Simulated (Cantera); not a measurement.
An isothermal, constant-pressure homogeneous reactor starts with 6.98 % H₂, 93.0 % O₂, at 1423 K and 20.0 Torr.

Computed with Cantera and the H2/O2 subset of GRI-Mech 3.0, which has no nitrogen chemistry. Radical loss at walls, strong at low pressure, is not modelled. The temperature is held fixed by assumption; the heat of reaction is taken as removed at once.

One state of this run: x H₂ = 0.00147; x O₂ = 0.877; x H₂O₂ = 1.31e-7; x OH = 0.00806; x HO₂ = 4.68e-6; x H = 0.00896; x O = 0.0446. x: mole fraction; the columns are a selection and need not sum to one.

Q: Which value of t (s) does it belong to?
A) 0.00173
B) 0.000537
C) 0.0179
D) 0.0578

A: A, 0.00173
